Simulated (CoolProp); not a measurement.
Vapour-liquid equilibrium of R13 (1) + propylene (2) at 1.35 bar; x and y are mole fractions of (1).

The numbers come from the multi-fluid Helmholtz-energy mixture model, Platzer 1990 and Lemmon 2013; pair parameters Bell 2016 in CoolProp. This equation is an older, rougher fit; its heat capacities, sound speeds and derivatives of the liquid may be far off and weren't checked against measurements.

**Question.** Give the bubble temperature and the first vapour's composition at x = 0.2, 0.35, 0.5. Is there an azeotrope?

**Answer.** x = 0.2: -60.3 °C, y = 0.655; x = 0.35: -66.1 °C, y = 0.778; x = 0.5: -69.4 °C, y = 0.840. No azeotrope shows between x = 0.05 and 0.95.

The pair parameters rest on a limited set of measurements; away from them the model extrapolates.
